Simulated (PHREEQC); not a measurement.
Solution (75 °C): 0.11 mol Cu(NO3)2, 0.00012 mol H2SO4 and 0.00028 mol Na2SO4 per kg of water. Closed to the air; pH follows from the charge balance.

All values are PHREEQC results (ion-association model, wateq4f.dat), not measurements.

Precipitation was switched off in this run.

### Question
Estimate the pH, activity of water.

### Answer
pH 3.50; activity of water 0.994.

### Question
In which forms is S present?

### Answer
CuSO4 59 %, SO4-2 40 %, HSO4- 1.4 % of the S.

At this temperature some constants are extrapolated from 25 °C, and those without enthalpy data are left unchanged.
